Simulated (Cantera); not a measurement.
**Chlorosilane synthesis and conversion: Si + Cl₂ + H₂**

A closed system holds: 1 mol Si, 0.72 mol Cl₂, 3.9 mol H₂, at 0.133 bar.

These are equilibrium values from Cantera (NASA tables, ideal gas, pure condensed phases), not measurements of a reactor. Candidate condensed phases: Si; 19 gas species. The tables' values for SiCl₃, SiCl are old estimates; treat these amounts as uncertain. Equilibrium is a limit: real reactors are often held back by kinetics, nucleation or transport.

From 577 °C to 1377 °C the condensed part is Si(s). The main Si-bearing gas is SiCl₄ at 577 °C and SiCl₂ at 1377 °C. The share of Si in condensed phases is highest at 977 °C (65.8 %) and lowest at 1377 °C (60.1 %).

| T (°C) | log p H₂ | log p HCl | log p SiCl₂ | log p SiCl₄ | log p SiHCl₃ | log p SiCl₃ | log p SiH₂Cl₂ | log p H | n Si(s) |
|---|---|---|---|---|---|---|---|---|---|
| 577 | -0.92 | -3.30 | -5.60 | -2.07 | -2.47 | -4.76 | -3.93 | -11.15 | 0.615 |
| 677 | -0.92 | -2.84 | -4.58 | -2.08 | -2.49 | -4.09 | -3.91 | -9.72 | 0.623 |
| 777 | -0.93 | -2.48 | -3.76 | -2.10 | -2.53 | -3.56 | -3.90 | -8.55 | 0.636 |
| 877 | -0.93 | -2.20 | -3.12 | -2.17 | -2.60 | -3.17 | -3.93 | -7.59 | 0.651 |
| 977 | -0.95 | -1.99 | -2.63 | -2.32 | -2.73 | -2.90 | -4.00 | -6.79 | 0.658 |
| 1077 | -0.96 | -1.85 | -2.29 | -2.60 | -2.95 | -2.79 | -4.14 | -6.10 | 0.648 |
| 1177 | -0.98 | -1.78 | -2.10 | -3.03 | -3.29 | -2.85 | -4.37 | -5.51 | 0.627 |
| 1277 | -0.98 | -1.76 | -2.01 | -3.57 | -3.71 | -3.01 | -4.63 | -4.99 | 0.611 |
| 1377 | -0.98 | -1.75 | -1.97 | -4.11 | -4.12 | -3.21 | -4.89 | -4.53 | 0.601 |
log p: log10 of the partial pressure in bar; n: condensed amount in mol.
